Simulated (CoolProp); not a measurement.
Properties of isobutene along the isotherm 255.9 K.

Values from CoolProp's reference Helmholtz-energy equation of state, Lemmon 2005. It is a short technical equation, of lower accuracy than the large ones.

```csv
p (kPa),phase,Z,speed of sound (m/s),Joule-Thomson coefficient (K/MPa),isothermal compressibility (1/MPa),fugacity coefficient
127,liquid,0.005249,1109,-0.3977,0.001834,0.5093
289,liquid,0.01194,1110,-0.3984,0.001828,0.2253
658,liquid,0.02717,1113,-0.3998,0.001815,0.1005
1500,liquid,0.06184,1121,-0.4030,0.001785,0.04564
3410,liquid,0.1401,1138,-0.4099,0.001721,0.02172
7750,liquid,0.3162,1174,-0.4237,0.001593,0.01141
17600,liquid,0.7076,1247,-0.4478,0.001371,0.007489
40200,liquid,1.573,1387,-0.4813,0.001053,0.008032
```
